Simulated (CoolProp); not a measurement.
R11 along the isobar 0.638 MPa: density (kg/m³) from the reference equation and from simpler models built on Tc = 471.1 K, pc = 4.408 MPa, ω = 0.189; each cubic takes its own stable root.

Values from CoolProp's reference Helmholtz-energy equation of state, Jacobsen 1992.

| T (K) | phase | reference |
|---|---|---|
| 323.6 | liquid | 1415 |
| 337.1 | liquid | 1380 |
| 350.7 | liquid | 1342 |
| 364.3 | gas | 33.14 |
| 377.8 | gas | 31.35 |
| 391.4 | gas | 29.80 |
| 405 | gas | 28.45 |
| 418.6 | gas | 27.25 |
| 432.1 | gas | 26.17 |
| 445.7 | gas | 25.19 |
| 459.3 | gas | 24.29 |
| 472.9 | gas | 23.46 |
| 486.4 | gas | 22.70 |
| 500 | gas | 21.98 |

How far does each simpler model (van der Waals, Redlich-Kwong, Soave-Redlich-Kwong, Peng-Robinson) lie from the reference over these 14 states: mean and median of the absolute difference, and the worst?


- van der Waals: mean 22.2 %, median 1.9 %, worst -97.5 % at 350.7 K and 0.638 MPa
- Redlich-Kwong: mean 2.3 %, median 0.4 %, worst -9.5 % at 350.7 K and 0.638 MPa
- Soave-Redlich-Kwong: mean 1.5 %, median 0.1 %, worst -6.5 % at 350.7 K and 0.638 MPa
- Peng-Robinson: mean 1.8 %, median 0.6 %, worst +6.7 % at 323.6 K and 0.638 MPa

At some of these states van der Waals gives the other phase, because its saturation line lies elsewhere.
